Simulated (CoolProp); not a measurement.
Vapour pressure (MPa) of R11: the reference equation beside estimates from Tc = 471.1 K, pc = 4.408 MPa, ω = 0.189.

The numbers come from the reference Helmholtz-energy equation of state, Jacobsen 1992 in CoolProp.

```tsv
T (K)	reference	Soave-Redlich-Kwong	Peng-Robinson
358.1	(withheld)	0.5915	0.5858
367.6	0.7302	0.7352	0.7272
377	0.8939	0.9014	0.8909
386.4	1.083	1.094	1.081
395.8	1.301	1.315	1.299
405.3	1.551	1.569	1.551
414.7	(withheld)	1.855	1.834
424.1	(withheld)	2.176	2.154
433.6	(withheld)	2.539	(withheld)
443	2.906	2.940	2.919
452.4	3.351	3.384	3.367
```

### Question
What belongs in the gaps?

### Answer

- 358.1, reference: 0.5884
- 414.7, reference: 1.832
- 424.1, reference: 2.149
- 433.6, reference: 2.508
- 433.6, Peng-Robinson: 2.517

Absolute difference from the reference over all 11 rows, mean and median: Soave-Redlich-Kwong 1.0 and 1.1 %, Peng-Robinson 0.3 and 0.3 %.
